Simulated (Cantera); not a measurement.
Input: 1 mol SiCl₄, 21 mol N₂O, 18 mol N₂, at 1650 K and 16.0 Pa.

These are equilibrium values from Cantera (NASA tables, ideal gas, pure condensed phases), not measurements of a reactor. Candidate condensed phases: Si, SiO₂, Si₂N₂O, Si₃N₄; 23 gas species. The tables hold silica as quartz up to 1696 K and as liquid above; real silica turns to tridymite and cristobalite and melts near 1996 K. Rates play no part.

Question: What is the equilibrium state?

Answer: 
```
Property                             Result
--------------------------------  ---------
x(N₂)                                 0.741
x(O₂)                                 0.179
x(Cl)                                0.0761
x(NO)                               0.00214
x(O)                               0.000867
x(Cl₂)                              4.31e-5
x(ClO)                              8.41e-6
x(SiO)                              1.20e-6
n(SiO₂(β-quartz))                 1.000 mol
gas amount                        52.52 mol
log10 activity of Si(s) (absent)     -15.01
```
